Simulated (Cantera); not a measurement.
**Stirred combustor or abatement burner**

A perfectly stirred reactor is fed with CH4 : C2H6 : O2 : N2 = 1 : 1 : 4.58 : 17.2 (molar parts), at 46000 Pa; it is adiabatic with a 475 K inlet, and is followed from long to short residence time, starting on the burning branch (τ in s: 0.032, 0.018, 0.01, 0.0058, 0.0033, 0.0019, 0.001, 0.00059, 0.00033, 0.00019, 0.00011, 6e-05, 3.4e-05).

Detailed kinetics in Cantera: GRI-Mech 3.0 (53 species, 325 reactions).

| τ (s) | T (K) | x CH4 | x C2H6 | x O2 | x H | x CH2CO | x HO2 |
|---|---|---|---|---|---|---|---|
| 0.032 | 2206 | 5.92e-6 | 6.91e-7 | 0.00204 | 0.00509 | 2.02e-7 | 3.48e-7 |
| 0.018 | 2185 | 8.39e-6 | 1.16e-6 | 0.00268 | 0.00612 | 3.21e-7 | 4.49e-7 |
| 0.010 | 2160 | 1.23e-5 | 1.96e-6 | 0.00345 | 0.00734 | 5.22e-7 | 5.74e-7 |
| 0.0058 | 2135 | 1.82e-5 | 3.19e-6 | 0.00426 | 0.00859 | 8.24e-7 | 7.14e-7 |
| 0.0033 | 2109 | 2.82e-5 | 5.33e-6 | 0.00519 | 0.00991 | 1.33e-6 | 8.88e-7 |
| 0.0019 | 2083 | 4.48e-5 | 8.92e-6 | 0.00619 | 0.0111 | 2.16e-6 | 1.10e-6 |
| 0.0010 | 2053 | 8.02e-5 | 1.66e-5 | 0.00756 | 0.0123 | 3.89e-6 | 1.46e-6 |
| 0.00059 | 2029 | 0.000135 | 2.85e-5 | 0.00905 | 0.0128 | 6.53e-6 | 1.95e-6 |
| 0.00033 | 1999 | 0.000256 | 5.45e-5 | 0.0116 | 0.0127 | 1.23e-5 | 3.07e-6 |
| 0.00019 | 1954 | 0.000537 | 0.000114 | 0.0163 | 0.0115 | 2.58e-5 | 6.23e-6 |
| 0.00011 | 475 | 0.0421 | 0.0421 | 0.193 | <1e-12 | <1e-12 | <1e-12 |
| 6.0e-5 | 475 | 0.0421 | 0.0421 | 0.193 | <1e-12 | <1e-12 | <1e-12 |
| 3.4e-5 | 475 | 0.0421 | 0.0421 | 0.193 | <1e-12 | <1e-12 | <1e-12 |
x: mole fraction; the columns are a selection and need not sum to one.
